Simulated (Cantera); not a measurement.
An isothermal, constant-pressure homogeneous reactor starts with 3.29 % CH₄, 96.7 % H₂, 0.0116 % N₂, at 2275 K and 0.0132 atm.

Model: GRI-Mech 3.0 (53 species, 325 reactions), integrated in Cantera. GRI-Mech 3.0 stops at C3 and has no aromatics, soot or wall deposition, so with more carbon than oxygen in the feed, carbon stays in small species such as C2H2 where larger ones or solid carbon would form. Radical loss at walls, strong at low pressure, is not modelled.

x: mole fraction; the columns are a selection and need not sum to one.

```tsv
t (s)	x CH₄	x H₂	x CH₂	x C₂H	x H	x HCN
8.00e-6	0.0328	0.967	9.81e-10	<1e-12	4.06e-5	<1e-12
2.13e-5	0.0328	0.967	8.06e-9	<1e-12	0.000114	<1e-12
5.66e-5	0.0327	0.967	7.01e-8	<1e-12	0.000317	<1e-12
0.000150	0.0323	0.966	5.87e-7	3.62e-12	0.000858	<1e-12
0.000400	0.0314	0.965	4.18e-6	5.35e-10	0.00229	<1e-12
0.00106	0.0287	0.962	2.33e-5	5.52e-8	0.00595	4.31e-11
0.00283	0.0205	0.958	6.80e-5	1.77e-6	0.0128	1.17e-9
0.00752	0.00767	0.960	6.05e-5	8.56e-6	0.0183	8.64e-9
0.0200	?	0.959	?	?	?	?
0.0532	0.000292	0.954	8.02e-6	2.06e-5	0.0302	4.84e-8
0.141	5.43e-5	0.946	2.52e-6	2.68e-5	0.0385	7.26e-8
0.376	?	0.933	?	?	?	?
1.00	6.05e-6	0.919	8.73e-7	4.66e-5	0.0660	1.73e-7
```

Q: What belongs in the gaps?

A: 
- 0.0200, x CH₄: 0.00161
- 0.0200, x CH₂: 2.56e-5
- 0.0200, x C₂H: 1.53e-5
- 0.0200, x H: 0.0238
- 0.0200, x HCN: 2.58e-8
- 0.376, x CH₄: 1.20e-5
- 0.376, x CH₂: 1.03e-6
- 0.376, x C₂H: 3.61e-5
- 0.376, x H: 0.0516
- 0.376, x HCN: 1.03e-7
